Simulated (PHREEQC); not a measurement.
H2SO4 is added in steps, without added water, to 1 kg of water holding 1.5 mol NaOH and 0.63 mol H3BO3, at 20 °C. CO2 from the air is kept out. The run lets Mirabilite, Thenardite, Borax, Boric_acid,s, NaBO2:4H2O, NaB5O8:5H2O precipitate or redissolve, and no other solid.

Base run: PHREEQC, Pitzer model, pitzer.dat. Each further column changes one thing. The table gives pH.

```json
[
 {"H2SO4 added (mol)": "0", "base": "13.98", "diluted 100-fold with water": "12.05", "no solid may form": "13.98"},
 {"H2SO4 added (mol)": "0.08", "base": "13.88", "diluted 100-fold with water": "1.15", "no solid may form": "13.88"},
 {"H2SO4 added (mol)": "0.18", "base": "13.71", "diluted 100-fold with water": "0.79", "no solid may form": "13.71"},
 {"H2SO4 added (mol)": "0.26", "base": "13.54", "diluted 100-fold with water": "0.62", "no solid may form": "13.54"},
 {"H2SO4 added (mol)": "0.36", "base": "13.15", "diluted 100-fold with water": "___", "no solid may form": "13.15"},
 {"H2SO4 added (mol)": "0.44", "base": "11.25", "diluted 100-fold with water": "0.37", "no solid may form": "11.25"},
 {"H2SO4 added (mol)": "0.54", "base": "9.94", "diluted 100-fold with water": "0.26", "no solid may form": "9.81"},
 {"H2SO4 added (mol)": "0.62", "base": "8.51", "diluted 100-fold with water": "___", "no solid may form": "8.65"},
 {"H2SO4 added (mol)": "0.72", "base": "6.77", "diluted 100-fold with water": "___", "no solid may form": "6.77"},
 {"H2SO4 added (mol)": "0.8", "base": "1.87", "diluted 100-fold with water": "___", "no solid may form": "1.87"}
]
```

Some entries are withheld; supply them.


- 0.36, diluted 100-fold with water: 0.47
- 0.62, diluted 100-fold with water: 0.19
- 0.72, diluted 100-fold with water: 0.10
- 0.8, diluted 100-fold with water: 0.04

In brines, pH and single-ion activities rest on the MacInnes convention. In at least one series the solution becomes supersaturated in solids that the run did not let form, among them Borax.
